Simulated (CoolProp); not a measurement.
Model: reference Helmholtz-energy equation of state, Thol 2017, in CoolProp.

Problem. For decamethyltetrasiloxane (MD2M), give the phase and the cp (kJ/(kg K)), cv (kJ/(kg K)), speed of sound (m/s) at 561.7 K and 0.142 bar; 461.1 K and 0.382 bar; 319.6 K and 5.65 bar.

Solution. 
- 561.7 K and 0.142 bar: gas; cp 1.97, cv 1.94, speed of sound 123
- 461.1 K and 0.382 bar: gas; cp 1.79, cv 1.76, speed of sound 109
- 319.6 K and 5.65 bar: liquid; cp 1.78, cv 1.49, speed of sound 863
